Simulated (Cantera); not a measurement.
## Ti + CH4 + H2 + C3H8 (titanium nitride, carbide and oxide coatings)

A closed system holds: 1 mol Ti, 3.1 mol CH4, 7.6 mol H2, 0.08 mol C3H8, held at 1000 Pa.

Cantera equilibrium calculation (NASA polynomials, part measured and part estimated; ideal gas, pure solids and liquids). Candidate condensed phases: C, C6H6, C7H8, C8H18, Ti, TiC; 77 gas species. TiC: taken at fixed stoichiometry. The numbers say what is thermodynamically allowed, not how fast it happens.

```tsv
T (°C)	x H2	x H	x C2H2 (acetylene)	x CH4	x CH3	n C(graphite)	n TiC(s)
1277	1.000	0.000315	1.60e-5	2.03e-5	1.30e-7	2.34	1.00
1327	0.999	0.000544	2.75e-5	1.63e-5	1.80e-7	2.34	1.00
1377	0.999	0.000908	4.56e-5	1.33e-5	2.45e-7	2.34	1.00
1427	0.998	0.00147	7.33e-5	1.09e-5	3.27e-7	2.34	1.00
1477	0.998	0.00232	0.000115	9.09e-6	4.29e-7	2.34	1.00
1527	0.996	0.00357	0.000175	7.64e-6	5.54e-7	2.33	1.00
1577	0.994	0.00537	0.000260	6.47e-6	7.04e-7	2.33	1.00
1627	0.992	0.00790	0.000379	5.53e-6	8.83e-7	2.33	1.00
1677	0.988	0.0114	0.000540	4.75e-6	1.09e-6	2.32	1.00
1727	0.983	0.0161	0.000755	4.10e-6	1.33e-6	2.32	1.000
1777	0.977	0.0224	0.00104	3.56e-6	1.60e-6	2.31	1.000
```
x: gas mole fraction; n: condensed amount in mol.

From 1277 °C to 1777 °C the condensed part is C(graphite) + TiC(s).
